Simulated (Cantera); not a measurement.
Input: 1 mol HF, 0.45 mol SO2, a varied amount of H2, at 573 K and 0.100 bar.

Equilibrium computed with Cantera from the NASA thermochemical tables; the gas is ideal and each condensed phase is pure. Candidate condensed phases: H2O, H2SO4, S; 43 gas species. The numbers say what is thermodynamically allowed, not how fast it happens.

**Question.** At 3.1 mol H2, list the 4 most abundant gas species with their mole fractions, and the condensed phases.

**Answer.** H2 0.427, HF 0.244, H2O 0.220, H2S 0.110. Condensed: gas only.
